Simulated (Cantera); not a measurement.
## Thermal oxidation and active oxidation of silicon: Si + CO₂ + H₂

Feed: 1 mol Si, 2.3 mol CO₂, a varied amount of H₂, at 1198.15 K and 13000 Pa.

Method: chemical equilibrium by Gibbs-energy minimisation in Cantera with the NASA 1993 tables (ideal gas, pure condensed phases). Candidate condensed phases: C, C₆H₆, C₇H₈, C₈H₁₈, H₂O, Si, SiC, SiO₂; 123 gas species. The tables hold silica as quartz up to 1696 K and as liquid above; real silica turns to tridymite and cristobalite and melts near 1996 K. Rates play no part.

| n(H₂) (mol) | log p H₂ | log p CO | log p CO₂ | log p H₂O | n SiO₂(β-quartz) |
|---|---|---|---|---|---|
| 1.3 | -1.37 | -1.11 | -2.21 | -2.33 | 1.00 |
| 2.4 | -1.21 | -1.22 | -2.46 | -2.32 | 1.00 |
| 4.6 | -1.08 | -1.38 | -2.82 | -2.38 | 1.00 |
| 8.7 | -1.00 | -1.58 | -3.24 | -2.53 | 1.00 |
| 17 | -0.95 | -1.82 | -3.74 | -2.73 | 1.00 |
| 32 | -0.92 | -2.06 | -4.24 | -2.96 | 1.00 |
| 60 | -0.90 | -2.32 | -4.76 | -3.21 | 1.00 |
log p: log10 of the partial pressure in bar; n: condensed amount in mol.

From 1.3 mol H₂ to 60 mol H₂ the condensed part is SiO₂(β-quartz).
